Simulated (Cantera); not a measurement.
An isothermal, constant-pressure homogeneous reactor starts with 89.7 % N₂O, 9.87 % H₂O, 0.386 % N₂, at 1100 K and 1.01 bar.

Cantera simulation using GRI-Mech 3.0 (53 species, 325 reactions); the numbers are that mechanism's predictions, not measurements. GRI-Mech 3.0 was tuned for natural gas; its chemistry of N2O as a main component is partial and can be far from experiment. The mechanism lacks the step 2 NO + O2 → 2 NO2, which can matter for NO2 below about 1400 K. The temperature is held fixed by assumption; the heat of reaction is taken as removed at once.

x: mole fraction; the columns are a selection and need not sum to one.

```
t (s)     x N₂O   x H₂O      x O₂      x NO     x OH      x H₂       x H
--------  -----  ------  --------  --------  -------  --------  --------
0.000400  0.897  0.0987   1.63e-5   2.37e-6  2.08e-6  6.18e-10  1.87e-10
0.00118   0.897  0.0987   4.97e-5   6.93e-6  3.58e-6       ___  3.89e-10
0.00348   0.897  0.0987  0.000153   1.82e-5  4.16e-6       ___  4.74e-10
0.0103    0.896  0.0987  0.000460   4.43e-5  4.91e-6       ___  4.96e-10
0.0303    0.893  0.0986   0.00136  0.000108  5.65e-6       ___  4.77e-10
0.0894    0.885  0.0983   0.00400  0.000307  6.52e-6       ___  4.02e-10
0.264     0.861  0.0975    0.0116  0.000993  7.73e-6       ___  3.22e-10
0.779     0.798  0.0953    0.0323   0.00304  8.78e-6       ___  2.60e-10
2.30      0.648  0.0902    0.0814   0.00781  8.91e-6       ___  2.04e-10
6.78      0.388  0.0814     0.168    0.0153  7.71e-6       ___  1.34e-10
20.0      0.126  0.0725     0.255    0.0206  5.22e-6       ___  5.21e-11
```

Problem. Some entries are withheld; supply them.

Solution. 
- 0.00118, x H₂: 4.63e-9
- 0.00348, x H₂: 2.04e-8
- 0.0103, x H₂: 5.19e-8
- 0.0303, x H₂: 6.54e-8
- 0.0894, x H₂: 3.98e-8
- 0.264, x H₂: 2.14e-8
- 0.779, x H₂: 1.34e-8
- 2.30, x H₂: 9.42e-9
- 6.78, x H₂: 6.37e-9
- 20.0, x H₂: 3.23e-9
